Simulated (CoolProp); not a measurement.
A simple Rankine cycle with R21: condensing at 307.15 K, boiler at 1.02 MPa, turbine inlet 363 K, turbine efficiency 0.9, pump efficiency 0.8, no recuperator. Each further row changes one setting.

Values from CoolProp's reference Helmholtz-energy equation of state, Platzer 1990. This equation is an older, rougher fit; its heat capacities, sound speeds and derivatives of the liquid may be far off and weren't checked against measurements.

```csv
case,thermal efficiency (%),net work (kJ/kg),heat in (kJ/kg),turbine exit temperature (K),volume ratio over the turbine
as stated,11.8,29.4,248,307.2,3.83
turbine inlet 383 K,12.1,31.9,264,318.0,3.75
condensing temperature 299.15 K,13.5,34.5,257,299.1,4.87
boiler pressure 0.714 MPa,9.3,23.5,254,315.7,2.68
turbine efficiency 0.8,10.5,26.0,248,307.2,3.89
```

The expansion ends wet for: as stated; condensing temperature 299.15 K; turbine efficiency 0.8.
